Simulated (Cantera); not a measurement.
## Gas-phase reforming

A perfectly stirred reactor is fed with 45.5 % CH4, 54.5 % H2O, at 97.5 Torr; it is held at 1575 K, and followed from long to short residence time.

Detailed kinetics in Cantera: GRI-Mech 3.0 (53 species, 325 reactions).

```
τ (s)   x CH4  x H2O     x CH3    x HCO   x HO2
------  -----  -----  --------  -------  ------
0.41    0.201  0.437  0.000537  1.70e-9  <1e-12
0.24    0.243  0.460  0.000648  2.02e-9  <1e-12
0.14    0.286  0.480  0.000767  2.38e-9  <1e-12
0.084   0.325  0.497  0.000881  2.74e-9  <1e-12
0.049   0.361  0.512  0.000994  3.09e-9  <1e-12
0.029   0.391  0.524   0.00108  3.29e-9  <1e-12
0.017   0.415  0.533   0.00113  3.21e-9  <1e-12
0.010   0.432  0.539   0.00111  2.73e-9  <1e-12
0.0060  0.443  0.543   0.00102  1.93e-9  <1e-12
0.0035  0.449  0.544  0.000854  1.04e-9  <1e-12
```
x: mole fraction; the columns are a selection and need not sum to one.
